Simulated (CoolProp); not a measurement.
The fluid at 293.15 K and 0.12 MPa is throttled through a valve to 0.0597 MPa with no heat exchange. The same conditions are run with several fluids, on thermodynamics alone (safety and materials aside).

Model: reference Helmholtz-energy equation of state of each fluid (oxygen: Schmidt 1985; R142b: Lemmon 2006; n-perfluorobutane: Gao 2022; R13: Platzer 1990; n-butane: Bücker 2006), in CoolProp. The equations of Platzer and Polt are older, rougher fits.

```tsv
fluid	temperature change (K)	final density (kg/m³)
oxygen	[?]	[?]
R142b	-1.7	2.52
n-perfluorobutane	-0.9	[?]
R13	-0.7	[?]
n-butane	-1.6	[?]
```

Task: Fill in the missing entries.

Result: 
- oxygen, temperature change (K): -0.2
- oxygen, final density (kg/m³): 0.785
- n-perfluorobutane, final density (kg/m³): 5.98
- R13, final density (kg/m³): 2.58
- n-butane, final density (kg/m³): 1.46
